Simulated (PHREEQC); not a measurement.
A column of 0.5 m (30 cells, dispersivity 0.025 m, 3600 s a shift, diffusion coefficient 3e-10 m²/s) holds 0.014 eq of the database's cation exchanger X per kg of pore water, first in equilibrium with 0.0093 mol CaCl2 and 1e-05 mol HCl per kg of water. It is flushed with 21 mmol/kgw LiCl and 0.01 mmol/kgw HCl, at 25 °C. Values are for the last cell. No CO2 enters from the air. Nothing may precipitate in this run.

Computed with PHREEQC (ion-association model, phreeqc.dat).

| pore volumes | Li in solution (mol/kgw) | Ca in solution (mol/kgw) | CaX2 on the exchanger (mol/kgw) | LiX on the exchanger (mol/kgw) |
|---|---|---|---|---|
| 0 | 0 | 0.00930 | 0.00700 | 0 |
| 0.15 | 0 | 0.00930 | 0.00700 | 0 |
| 0.4167 | 3.57e-5 | 0.00929 | 0.00700 | 1.72e-6 |
| 0.55 | 0.000524 | 0.00908 | 0.00699 | 2.55e-5 |
| 0.6833 | 0.00219 | 0.00838 | 0.00694 | … |
| 0.95 | 0.00824 | 0.00577 | 0.00675 | 0.000494 |
| 1.083 | 0.0112 | 0.00449 | 0.00662 | 0.000755 |
| 1.35 | 0.0153 | 0.00267 | 0.00635 | 0.00131 |
| 1.483 | 0.0166 | 0.00211 | 0.00621 | 0.00158 |
| 1.617 | 0.0175 | 0.00171 | 0.00609 | 0.00183 |
| 1.883 | 0.0186 | 0.00120 | … | 0.00227 |
| 2.017 | 0.0189 | 0.00104 | 0.00577 | 0.00246 |
| 2.15 | … | 0.000917 | 0.00568 | 0.00264 |
| 2.417 | 0.0195 | 0.000740 | 0.00552 | 0.00295 |
| 2.55 | 0.0196 | 0.000675 | 0.00545 | 0.00309 |
| 2.683 | 0.0198 | 0.000622 | 0.00539 | 0.00322 |
| 2.95 | 0.0199 | 0.000537 | 0.00527 | 0.00346 |
| 3.083 | 0.0200 | 0.000503 | … | 0.00357 |
| 3.35 | … | 0.000448 | … | … |
| 3.483 | 0.0202 | 0.000425 | … | 0.00386 |
| 3.617 | 0.0202 | 0.000404 | 0.00503 | 0.00395 |
| 3.883 | 0.0203 | 0.000369 | 0.00494 | 0.00411 |
| 4.017 | 0.0203 | 0.000353 | 0.00491 | 0.00419 |

Q: What belongs in the gaps?

A: 
- 0.6833, LiX on the exchanger (mol/kgw): 0.000110
- 1.883, CaX2 on the exchanger (mol/kgw): 0.00586
- 2.15, Li in solution (mol/kgw): 0.0192
- 3.083, CaX2 on the exchanger (mol/kgw): 0.00522
- 3.35, Li in solution (mol/kgw): 0.0201
- 3.35, CaX2 on the exchanger (mol/kgw): 0.00512
- 3.35, LiX on the exchanger (mol/kgw): 0.00377
- 3.483, CaX2 on the exchanger (mol/kgw): 0.00507

Species that the database lacks are ignored.
